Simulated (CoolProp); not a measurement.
Model: reference Helmholtz-energy equation of state, Thol 2016, in CoolProp.

For hexamethyldisiloxane (MM), give the phase and the density (kg/m³), cp (kJ/(kg K)), speed of sound (m/s), Joule-Thomson coefficient (K/MPa) at 281.05 °C and 1.61 MPa; 281.05 °C and 4.18 MPa.


- 281.05 °C and 1.61 MPa: gas; density 78.0, cp 2.35, speed of sound 126, Joule-Thomson coefficient 10.7
- 281.05 °C and 4.18 MPa: supercritical; density 389, cp 2.88, speed of sound 160, Joule-Thomson coefficient 3.13
